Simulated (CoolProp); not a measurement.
The numbers come from the reference Helmholtz-energy equation of state, Lemmon 2006 in CoolProp. It is a short technical equation, of lower accuracy than the large ones.

Task: For C2F6 (R116), give the phase and the density (kg/m³), viscosity (µPa s) at 60.15 °C and 5.27 MPa; 83.95 °C and 3.78 MPa.

Result: 
- 60.15 °C and 5.27 MPa: supercritical; density 477, viscosity 29.9
- 83.95 °C and 3.78 MPa: supercritical; density 225, viscosity 21.1

Viscosity comes from a separate model (Huber 2003), an estimate that may be off by 10 % or more.
